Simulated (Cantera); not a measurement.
Charge: 1 mol CuO, 6.2 mol C, 0.4 mol N2, held at 44.0 Pa.

These are equilibrium values from Cantera (NASA tables, ideal gas, pure condensed phases), not measurements of a reactor. Candidate condensed phases: C, Cu, CuO, Cu2O; 27 gas species. Equilibrium is a limit: real reactors are often held back by kinetics, nucleation or transport.

x: gas mole fraction; n: condensed amount in mol.

```tsv
T (K)	x CO	x Cu	x N2	x CO2	x Cu2	x CN	n C(graphite)	n Cu(s)	n Cu(l)
925	0.713	1.37e-9	0.286	?	<1e-12	<1e-12	5.20	1.00	0
1025	0.714	9.43e-8	0.286	?	<1e-12	<1e-12	5.20	1.00	0
1125	0.714	3.03e-6	0.286	?	3.41e-11	<1e-12	5.20	1.000	0
1225	0.714	5.50e-5	0.286	?	2.07e-9	<1e-12	5.20	1.000	0
1325	0.714	0.000638	0.286	?	6.66e-8	2.26e-11	5.20	0.999	0
1425	0.711	0.00494	0.284	?	1.16e-6	3.66e-10	5.20	0	0.993
1525	0.694	0.0283	0.278	?	1.30e-5	4.06e-9	5.20	0	0.959
1625	0.621	0.130	0.249	?	0.000107	3.20e-8	5.20	0	0.791
1725	0.417	0.416	0.167	?	0.000475	1.70e-7	5.20	0	0
1825	0.417	0.416	0.167	?	0.000226	8.97e-7	5.20	0	0
1925	0.417	0.416	0.167	?	0.000116	3.97e-6	5.20	0	0
2025	0.417	0.417	0.167	?	6.34e-5	1.52e-5	5.20	0	0
```

Question: Fill in the missing entries.

Answer: 
- 925, x CO2: 0.000673
- 1025, x CO2: 7.72e-5
- 1125, x CO2: 1.31e-5
- 1225, x CO2: 3.01e-6
- 1325, x CO2: 8.66e-7
- 1425, x CO2: 2.97e-7
- 1525, x CO2: 1.13e-7
- 1625, x CO2: 4.09e-8
- 1725, x CO2: 9.14e-9
- 1825, x CO2: 4.92e-9
- 1925, x CO2: 2.84e-9
- 2025, x CO2: 1.74e-9
